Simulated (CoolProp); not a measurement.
The numbers come from the reference Helmholtz-energy equation of state, Thol 2016 in CoolProp.

**Question.** Give the vapour pressure (bar), liquid cp (kJ/(kg K)), surface tension (mN/m) of saturated hexamethyldisiloxane (MM) at 360.6, 374.7, 388.8 K.

**Answer.** 
```json
[
 {"T (K)": "360.6", "p (bar)": "0.682", "liquid cp (kJ/(kg K))": "2.08", "surface tension (mN/m)": "10.1"},
 {"T (K)": "374.7", "p (bar)": "1.04", "liquid cp (kJ/(kg K))": "2.12", "surface tension (mN/m)": "8.97"},
 {"T (K)": "388.8", "p (bar)": "1.54", "liquid cp (kJ/(kg K))": "2.16", "surface tension (mN/m)": "7.87"}
]
```

Surface tension comes from a separate correlation (Mulero 2014), older than this fluid's equation and unchecked against measurements.
